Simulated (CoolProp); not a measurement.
Vapour-liquid equilibrium of n-octane (1) + p-xylene (2) at 10.8 bar; x and y are mole fractions of (1).

Computed with CoolProp (multi-fluid Helmholtz-energy mixture model, Beckmüller 2019 and Zhou 2012; pair parameters Bell 2016).

### Question
Give the bubble temperature and the first vapour's composition at x = 0.05, 0.65, 0.8. Is there an azeotrope?

### Answer
x = 0.05: 527.2 K, y = 0.066; x = 0.65: 515.6 K, y = 0.682; x = 0.8: 513.9 K, y = 0.818. No azeotrope shows between x = 0.05 and 0.95.

The pair parameters rest on a limited set of measurements; away from them the model extrapolates.
